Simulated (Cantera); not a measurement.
An adiabatic, constant-pressure homogeneous reactor starts with 12.5 % CO, 1.88 % H2, 18.0 % O2, 67.6 % N2, equivalence ratio 0.40, at 1525 K and 2400 Torr.

Model: GRI-Mech 3.0 (53 species, 325 reactions), integrated in Cantera. The hydrogen kinetics of GRI-Mech 3.0 are dated; newer H2 mechanisms differ, most at raised pressure.

One state of this run: T (K) = 2484; x CO = 0.00726; x H2 = 0.000168; x O2 = 0.110; x NO2 = 1.80e-5; x O = 0.00249. x: mole fraction; the columns are a selection and need not sum to one.

**Question.** Which value of t (s) does it belong to?
A) 0.495
B) 0.000461
C) 2.83e-5
D) 7.00e-6

**Answer.** A, 0.495
